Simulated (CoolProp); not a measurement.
A Linde-Hampson liquefier for methane: isothermal reversible compression at 280 K from 1 atm to 15 MPa, throttling to 1 atm, return gas leaving the recuperator 2 K below the feed. Each further row changes one setting.

The numbers come from the reference Helmholtz-energy equation of state, Setzmann 1991 in CoolProp.

```tsv
case	liquid yield per pass	compression work (kJ/kg of gas)
as stated	0.192	682
high pressure 30 MPa	0.274	763
warm-end temperature 310 K	0.138	772
warm-end gap 7 K	0.182	682
```
